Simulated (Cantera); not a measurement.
Hydrocarbon pyrolysis for carbon deposition

An isothermal, constant-pressure homogeneous reactor starts with CH₄ : H₂ = 1 : 4.4 (molar parts), at 1500 K and 0.0450 bar.

Detailed kinetics in Cantera: GRI-Mech 3.0 (53 species, 325 reactions). GRI-Mech 3.0 stops at C3 and has no aromatics, soot or wall deposition, so with more carbon than oxygen in the feed, carbon stays in small species such as C2H2 where larger ones or solid carbon would form. Radical loss at walls, strong at low pressure, is not modelled.

```json
[
 {"t (s)": "5.00e-5", "x CH₄": "0.185", "x H₂": "0.815", "x C₂H₄": "<1e-12", "x C₂H₂": "<1e-12", "x H": "1.15e-7"},
 {"t (s)": "0.000114", "x CH₄": "0.185", "x H₂": "0.815", "x C₂H₄": "3.43e-12", "x C₂H₂": "<1e-12", "x H": "2.41e-7"},
 {"t (s)": "0.000260", "x CH₄": "0.185", "x H₂": "0.815", "x C₂H₄": "4.97e-11", "x C₂H₂": "<1e-12", "x H": "5.26e-7"},
 {"t (s)": "0.000595", "x CH₄": "0.185", "x H₂": "0.815", "x C₂H₄": "6.46e-10", "x C₂H₂": "<1e-12", "x H": "1.18e-6"},
 {"t (s)": "0.00136", "x CH₄": "0.185", "x H₂": "0.815", "x C₂H₄": "7.96e-9", "x C₂H₂": "9.12e-12", "x H": "2.66e-6"},
 {"t (s)": "0.00310", "x CH₄": "0.185", "x H₂": "0.815", "x C₂H₄": "9.63e-8", "x C₂H₂": "3.11e-10", "x H": "6.01e-6"},
 {"t (s)": "0.00707", "x CH₄": "0.185", "x H₂": "0.815", "x C₂H₄": "1.16e-6", "x C₂H₂": "1.20e-8", "x H": "1.32e-5"},
 {"t (s)": "0.0161", "x CH₄": "0.185", "x H₂": "0.815", "x C₂H₄": "1.33e-5", "x C₂H₂": "5.03e-7", "x H": "2.65e-5"},
 {"t (s)": "0.0368", "x CH₄": "0.185", "x H₂": "0.815", "x C₂H₄": "0.000105", "x C₂H₂": "1.55e-5", "x H": "4.12e-5"},
 {"t (s)": "0.0841", "x CH₄": "0.184", "x H₂": "0.815", "x C₂H₄": "0.000344", "x C₂H₂": "0.000189", "x H": "4.55e-5"},
 {"t (s)": "0.192", "x CH₄": "0.181", "x H₂": "0.817", "x C₂H₄": "0.000532", "x C₂H₂": "0.000981", "x H": "4.57e-5"},
 {"t (s)": "0.438", "x CH₄": "0.176", "x H₂": "0.820", "x C₂H₄": "0.000567", "x C₂H₂": "0.00311", "x H": "4.61e-5"},
 {"t (s)": "1.00", "x CH₄": "0.165", "x H₂": "0.826", "x C₂H₄": "0.000562", "x C₂H₂": "0.00768", "x H": "4.71e-5"}
]
```
x: mole fraction; the columns are a selection and need not sum to one.

Equilibrium at this temperature and pressure: CH₄ 0.00906, H₂ 0.916, C₂H₄ 0.000854, C₂H₂ 0.0735, H 8.00e-5 (gas phase only).
